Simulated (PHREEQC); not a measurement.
A solution holds 5 mol/kgw K2CO3, 0.07 mol/kgw K2SO4 and 2.4 mol/kgw NaCl, at 25 °C. Closed to the air; pH follows from the charge balance.

The numbers come from PHREEQC with the Pitzer model, pitzer.dat.

Precipitation was switched off in this run.

### Question
What pH, density does the model give?

### Answer
pH 13.15; density 1.368 g/cm³.

Saturation is exceeded, for instance for Sylvite, Arcanite; the values hold only as long as no solid forms. Species that the database lacks are ignored. In brines, pH and single-ion activities rest on the MacInnes convention.
